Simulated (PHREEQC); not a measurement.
## Leach liquor (model solution)

Consider water at 80 °C with 0.0046 mol HCl, 0.14 mol LiCl and 0.0079 mol Fe2(SO4)3 per kg of water. Closed to the air; pH follows from the charge balance.

All values are PHREEQC results (ion-association model, wateq4f.dat), not measurements.

```yaml
pH: 2.35
ionic_strength: 0.193 mol/kgw
total_alkalinity: -36.2 meq/kg
```

| species | molality | activity | log γ |
|---|---|---|---|
| Cl- | 0.142 | 0.0977 | -0.162 |
| Li+ | 0.138 | 0.102 | -0.133 |
| SO4-2 | 0.00959 | 0.00250 | -0.584 |
| HSO4- | 0.00622 | 0.00440 | -0.150 |
| H+ | 0.00565 | 0.00441 | -0.107 |
| FeSO4+ | 0.00538 | 0.00386 | -0.144 |
| FeOH+2 | 0.00425 | 0.00113 | -0.576 |
| FeCl+2 | 0.00244 | 0.000648 | -0.576 |
| LiSO4- | 0.00155 | 0.00111 | -0.144 |
| Fe2(OH)2+4 | 0.000915 | 5.03e-6 | -2.260 |
| Fe(OH)2+ | 0.000675 | 0.000490 | -0.139 |
| Fe+3 | 0.000466 | 5.04e-5 | -0.966 |
| Fe(SO4)2- | 0.000351 | 0.000254 | -0.141 |
| FeHSO4+2 | 0.000246 | 6.70e-5 | -0.565 |
| FeCl2+ | 8.99e-5 | 6.49e-5 | -0.141 |
| Fe3(OH)4+5 | 2.41e-5 | 7.08e-9 | -3.531 |

This is a speciation only: nothing precipitates in the calculation. Saturation is exceeded, for instance for Hematite (slow to form), Goethite (slow to form); the values hold only as long as no solid forms. At this temperature some constants are extrapolated from 25 °C, and those without enthalpy data are left unchanged.
